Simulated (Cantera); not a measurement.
What does this Cantera script print?

```python
import numpy as np
import cantera as ct

gas_names = [...]  # 110 gases of nasa_gas.yaml made of C, H, O
cond_names = """
    C(gr) C6H6(L) C7H8(L) C8H18(L),n-octa H2O(s) H2O(L)
""".split()


# ... load() reads the species with a 1 bar reference pressure and builds the phases ...
atoms = {
    'C3H6': {'C': 3, 'H': 6},
    'H2O': {'H': 2, 'O': 1},
    'H2': {'H': 2},
}
top_T = {'C(gr)': 4500}  # K; cautious upper limits of use, not melting points


# ... equilibrate(T, P, feed) seeds the gas with the atoms and calls Mixture.equilibrate('TP', solver="vcs", rtol=1e-11, max_steps=5000) ...
results = []
feed = {'C3H6': 1, 'H2O': 0.051, 'H2': 1.2}  # mol
T = 648  # K
P = 1000  # Pa
mix = equilibrate(T, P, feed)
results.append((T, P, feed, dict(zip(mix.species_names, mix.species_moles))))
x = sorted(zip(gas.X, gas.species_names), reverse=True)
print(f"T = {T:g} K  P = {P:g} Pa  gas = {mix.phase_moles(0):.4g} mol")
print("   x: " + "  ".join(f"{s} {v:.3e}" for v, s in x if v > 1e-05))
print("   condensed (mol): " + ("  ".join(f"{mix.phase(i).name} {mix.phase_moles(i):.4g}"
      for i in range(1, mix.n_phases) if mix.phase_moles(i) > 1e-12) or "none"))
```

Output:

```
T = 648 K  P = 1000 Pa  gas = 3.611 mol
   x: H2 8.079e-01  CH4 1.781e-01  H2O 1.322e-02  CO 5.939e-04  CO2 1.548e-04
   condensed (mol): C(gr) 2.354
```

Cantera equilibrium calculation (NASA polynomials, part measured and part estimated; ideal gas, pure solids and liquids).
